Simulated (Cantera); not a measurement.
Gas mixture: CO2 = 0.98 (molar parts), at 1.28 atm, frozen composition.

Cantera's kinetic-theory transport with the Lennard-Jones parameters of GRI-Mech 3.0, ideal gas; thermal conductivity in the mixture-averaged form.

One state of this run: ρ (kg/m³) = 0.529; cp (J/kg/K) = 1298; μ (µPa s) = 49.3; λ (mW/m/K) = 87.6; Pr = 0.730; D (cm²/s) N2 = 1.58; D (cm²/s) CO2 = 0.000; D (cm²/s) NH3 = 1.93. D: mixture-averaged diffusion coefficient of that species in the mixture.

Task: Which value of T (K) does it belong to?
A. 550
B. 400
C. 1150
D. 1300

Result: D, 1300
